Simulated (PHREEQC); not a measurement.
Dissolve 14.4 mmol/kgw H2S, 160 mmol/kgw HCl and 0.093 mmol/kgw ZnCl2 at 20 °C. Closed to the air; pH follows from the charge balance.

Model: ion-association model, phreeqc.dat, run in PHREEQC.

Q: The ionic strength comes out as 0.160 mol/kgw. What activity coefficients do Cl-, H+, Zn+2, ZnCl+ get?

A: Cl- 0.73, H+ 0.81, Zn+2 0.32, ZnCl+ 0.74.

This is a speciation only: nothing precipitates in the calculation. The solution is supersaturated, for example in Sphalerite (slow to form), so a real one may precipitate; this is no full list. Species that the database lacks are ignored.
